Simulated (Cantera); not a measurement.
Charge: 1 mol PbO, 1.1 mol C, 0.74 mol CO, 3.6 mol CH₄, equilibrated at 0.00110 bar.

Cantera equilibrium calculation (NASA polynomials, part measured and part estimated; ideal gas, pure solids and liquids). Candidate condensed phases: C, C₆H₆, C₇H₈, C₈H₁₈, H₂O, Pb, PbO, PbO₂, Pb₃O₄; 113 gas species. Kinetics and transport are ignored.

Which condensed phases are stable at each of these points (T (°C)): 602, 752, 902, 1052, 1202, 1352, 1502, 1652, 1802?


```tsv
T (°C)	condensed phases	Pb condensed (%)
602	C(graphite) + Pb(l)	99.5
752	C(graphite) + Pb(l)	76.8
902	C(graphite)	0.0
1052	C(graphite)	0.0
1202	C(graphite)	0.0
1352	C(graphite)	0.0
1502	C(graphite)	0.0
1652	C(graphite)	0.0
1802	C(graphite)	0.0
```

From 602 °C to 752 °C the condensed part is C(graphite) + Pb(l). From 902 °C to 1802 °C the condensed part is C(graphite).
